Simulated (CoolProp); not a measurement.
R123 at several states: fugacity coefficient from the reference equation and from simpler models built on Tc = 456.8 K, pc = 3662 kPa, ω = 0.282; each cubic takes its own stable root.

Model: reference Helmholtz-energy equation of state, Younglove 1994, in CoolProp. It is a modified Benedict-Webb-Rubin equation, recast in Helmholtz form.

| T (K) | p (kPa) | phase | reference | van der Waals | Soave-Redlich-Kwong | Peng-Robinson |
|---|---|---|---|---|---|---|
| 443.9 | 11800 | liquid | 0.2493 | 0.3261 | 0.2676 | 0.2483 |
| 241 | 114 | liquid | 0.05189 | 0.9602 | 0.05188 | 0.05503 |
| 425.8 | 21800 | liquid | 0.1549 | 0.2645 | 0.1716 | 0.1527 |

At some of these states van der Waals gives the other phase, because its saturation line lies elsewhere.
